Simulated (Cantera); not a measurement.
Feed: 1 mol HgO, 0.076 mol H2, 8.1 mol N2, at 1548 K and 79.0 mbar.

Cantera equilibrium calculation (NASA polynomials, part measured and part estimated; ideal gas, pure solids and liquids). Candidate condensed phases: H2O, Hg, HgO; 25 gas species. Rates play no part.

Base state: N2 0.840, Hg 0.104, O2 0.0475, H2O 0.00786, NO 0.000755, OH 4.28e-5 (mole fractions); condensed: gas only.

Q: What changes in the equilibrium state with this change: HgO replaced by Pb?

A: 
```json
[
 {"species": "N2", "before": "0.840", "after": "0.883"},
 {"species": "Pb", "before": "0", "after": "0.109"},
 {"species": "H2", "before": "4.52e-7", "after": "0.00828"},
 {"species": "Hg", "before": "0.104", "after": "0"},
 {"species": "O2", "before": "0.0475", "after": "0"},
 {"species": "H2O", "before": "0.00786", "after": "0"},
 {"species": "NO", "before": "0.000755", "after": "0"},
 {"species": "OH", "before": "4.28e-5", "after": "0"},
 {"species": "Pb2", "before": "0", "after": "1.37e-5"}
]
```
Further candidate phases: Pb.
